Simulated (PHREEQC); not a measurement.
A column of 1 m (40 cells, dispersivity 0.07 m, 3600 s a shift, diffusion coefficient 3e-10 m²/s) holds 0.0015 eq of the database's cation exchanger X per kg of pore water, first in equilibrium with 0.0098 mol/kgw Na2SO4, 0.0064 mol/kgw NaCl and 1e-05 mol/kgw HCl. It is flushed with 0.00042 mol Na2SO4 and 1e-05 mol HCl per kg of water, at 25 °C. Values are for the last cell. No CO2 enters from the air. Precipitation was switched off in this run.

The numbers come from PHREEQC with the ion-association model, phreeqc.dat.

Question: Predict Cl in solution (mol/kgw), Na in solution (mol/kgw) at pore volumes = 1.012, 3.812.

Answer: 
| pore volumes | Cl in solution (mol/kgw) | Na in solution (mol/kgw) |
|---|---|---|
| 1.012 | 0.00267 | 0.0113 |
| 3.812 | 1.01e-5 | 0.000840 |

Species that the database lacks are ignored.
